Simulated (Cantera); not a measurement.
# Thermodynamics of sublimation and decomposition of ceramics, feed SiC + H2 + Si

A closed system holds: 1 mol SiC, 5.5 mol H2, 0.1 mol Si, held at 23.0 Pa.

Equilibrium computed with Cantera from the NASA thermochemical tables; the gas is ideal and each condensed phase is pure. Candidate condensed phases: C, C6H6, C7H8, C8H18, Si, SiC; 87 gas species. Gases not in the tables: Si2H6 and higher silanes. Kinetics and transport are ignored.

```csv
T (K),log p H2,log p H,log p Si,log p SiC2,log p C3,log p C,log p Si2C,log p C2H2 (acetylene),n C(graphite),n SiC(s)
2048,-3.71,-4.51,-5.31,-6.60,-10.06,-10.08,-6.78,-6.69,0.0179,0.954
2098,-3.75,-4.39,-5.00,-6.19,-9.56,-9.64,-6.39,-6.60,0.162,0.776
2148,-3.81,-4.28,-4.70,-5.80,-9.09,-9.23,-6.01,-6.53,0.478,0.379
2198,-3.87,-4.19,-4.55,-5.57,-8.63,-8.83,-5.93,-6.47,0.761,0
2248,-3.93,-4.10,-4.57,-5.51,-8.20,-8.45,-6.15,-6.41,0.731,0
2298,-3.99,-4.01,-4.59,-5.45,-7.79,-8.09,-6.38,-6.36,0.693,0
2348,-4.06,-3.94,-4.61,-5.40,-7.40,-7.75,-6.62,-6.33,0.645,0
2398,-4.15,-3.88,-4.64,-5.36,-7.02,-7.41,-6.86,-6.31,0.589,0
2448,-4.26,-3.83,-4.68,-5.33,-6.66,-7.10,-7.09,-6.32,0.519,0
2498,-4.37,-3.79,-4.71,-5.30,-6.32,-6.79,-7.31,-6.34,0.421,0
2548,-4.50,-3.76,-4.74,-5.27,-5.99,-6.50,-7.53,-6.38,0.272,0
2598,-4.65,-3.74,-4.77,-5.24,-5.67,-6.22,-7.74,-6.44,0.0173,0
2648,-4.79,-3.73,-4.76,-5.32,-5.58,-6.02,-7.94,-6.65,0,0
2698,-4.94,-3.72,-4.75,-5.42,-5.53,-5.84,-8.14,-6.88,0,0
```
log p: log10 of the partial pressure in bar; n: condensed amount in mol.

From 2048 K to 2148 K the condensed part is C(graphite) + SiC(s). From 2198 K to 2598 K the condensed part is C(graphite). From 2648 K to 2698 K nothing is condensed. The main Si-bearing gas is Si throughout.
